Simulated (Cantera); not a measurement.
Cantera with NASA thermochemical tables; ideal gases at 1 bar, condensed phases pure. Values are per mole of reaction as written; species without (g) are pure solids or liquids, kept so even where they would boil at 1 bar.

2 Ti₃O₅ + H₂O(g) = 2 OH(g) + 3 Ti₂O₃

| T (K) | ΔH° (kJ) | ΔS° (J/K) | ΔG° (kJ) | log10 K |
|---|---|---|---|---|
| 300 | 676.5 | 152.6 | 630.7 | -109.81 |
| 873 | ___ | ___ | ___ | ___ |
| 923 | 679.4 | 142.0 | 548.3 | -31.03 |
| 973 | 681.6 | 144.3 | 541.2 | -29.05 |
| 1023 | ___ | ___ | ___ | ___ |
| 1073 | 685.5 | 148.2 | 526.5 | -25.63 |
| 1123 | ___ | ___ | ___ | ___ |
| 1173 | 688.7 | 151.0 | 511.6 | -22.78 |
| 1223 | 690.0 | 152.1 | 504.0 | -21.53 |

**Question.** What belongs in the gaps?

**Answer.** 
- 873, ΔH° (kJ): 677.1
- 873, ΔS° (J/K): 139.4
- 873, ΔG° (kJ): 555.4
- 873, log10 K: -33.23
- 1023, ΔH° (kJ): 683.7
- 1023, ΔS° (J/K): 146.4
- 1023, ΔG° (kJ): 533.9
- 1023, log10 K: -27.26
- 1123, ΔH° (kJ): 687.2
- 1123, ΔS° (J/K): 149.7
- 1123, ΔG° (kJ): 519.1
- 1123, log10 K: -24.14
